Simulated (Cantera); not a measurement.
A diamond (100) surface in a fixed gas of H2 with x(CH4) = 0.0091, x(H) = 0.0025, x(CH3) = 0.0017, 0.300 bar; coverages are run to steady state.

Computed with Cantera and the Harris–Goodwin 1993 mechanism for the reconstructed diamond (100) surface.

θ: site fractions in the mechanism's names (c6HH fully hydrogenated, c6H* and c6*H radical sites, c6** diradical, c6HM methylated).

| T (K) | growth (µm/h) | θ c6HH | θ c6H* | θ c6*H | θ c6** | θ c6HM |
|---|---|---|---|---|---|---|
| 950 | (withheld) | 0.415 | 0.00904 | 0.212 | 0.00360 | 0.276 |
| 1025 | (withheld) | 0.407 | 0.0143 | 0.271 | 0.00670 | 0.214 |
| 1100 | 252 | 0.398 | 0.0210 | 0.332 | 0.0113 | 0.156 |
| 1175 | 259 | 0.396 | 0.0298 | 0.399 | 0.0180 | 0.0943 |
| 1250 | (withheld) | 0.394 | 0.0401 | 0.465 | 0.0266 | 0.0393 |
| 1325 | (withheld) | 0.378 | 0.0495 | 0.507 | 0.0352 | 0.0120 |
| 1400 | (withheld) | 0.358 | 0.0576 | 0.526 | 0.0432 | 0.00330 |

Q: Fill in the missing entries.

A: 
- 950, growth (µm/h): 127
- 1025, growth (µm/h): 192
- 1250, growth (µm/h): 190
- 1325, growth (µm/h): 127
- 1400, growth (µm/h): 103
